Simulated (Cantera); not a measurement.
# Ignition delay

Mixture: 17.5 % CH4, 18.3 % O2, 64.2 % N2, at 7500 Torr, adiabatic and at constant volume. Ignition delay is the time to a rise of 400 K.

Cantera simulation using GRI-Mech 3.0 (53 species, 325 reactions); the numbers are that mechanism's predictions, not measurements.

```json
[
 {"T0 (K)": "1025", "delay (ms)": "67.9"},
 {"T0 (K)": "1075", "delay (ms)": "31.8"},
 {"T0 (K)": "1125", "delay (ms)": "15.8"},
 {"T0 (K)": "1175", "delay (ms)": "8.15"},
 {"T0 (K)": "1225", "delay (ms)": "4.35"},
 {"T0 (K)": "1275", "delay (ms)": "2.39"},
 {"T0 (K)": "1325", "delay (ms)": "1.35"},
 {"T0 (K)": "1375", "delay (ms)": "0.780"},
 {"T0 (K)": "1425", "delay (ms)": "0.460"}
]
```

```json
{
 "apparent activation energy between 1325 and 1425 K": "170 kJ/mol"
}
```
